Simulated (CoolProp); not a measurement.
1000 sccm (0 °C, 1 atm) of nitrogen bubbles through liquid water at 335.4 K and leaves saturated at a total pressure of 0.15 MPa (ideal gas phase). Each further row changes one setting.

Model: reference Helmholtz-energy equation of state, Wagner 2002, in CoolProp.

```json
[
 {"case": "as stated", "vapour pressure (kPa)": "22.1", "mole fraction of vapour": "0.147", "delivery (mg/min)": "139", "delivery (sccm)": "173", "change of delivery for a bath 1 K warmer (%)": "5.5"},
 {"case": "bath temperature 340.4 K", "vapour pressure (kPa)": "27.7", "mole fraction of vapour": "0.184", "delivery (mg/min)": "182", "delivery (sccm)": "226", "change of delivery for a bath 1 K warmer (%)": "5.6"},
 {"case": "total pressure 0.3 MPa", "vapour pressure (kPa)": "22.1", "mole fraction of vapour": "0.0737", "delivery (mg/min)": "64.0", "delivery (sccm)": "79.6", "change of delivery for a bath 1 K warmer (%)": "5.0"}
]
```
